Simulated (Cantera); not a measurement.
A freely propagating, adiabatic, planar premixed flame of CH₄ : C₂H₆ : C₃H₈ : O₂ : N₂ = 1 : 1 : 0.041 : 5.82 : 21.9 (molar parts), equivalence ratio 0.98, unburnt at 525 K and 188 Torr; mixture-averaged transport, grid criteria slope 0.08 and curve 0.16, no radiation.

Computed with Cantera and GRI-Mech 3.0 (53 species, 325 reactions). Burning velocities carry a grid error of a few per cent, more on coarse grids.

Q: Predict: laminar burning velocity; thermal thickness; peak x(C₂H₄); peak x(C₂H₂).

A: laminar burning velocity: 130 cm/s
thermal thickness: 1.10 mm
peak x(C₂H₄): 0.00337
peak x(C₂H₂): 0.000643
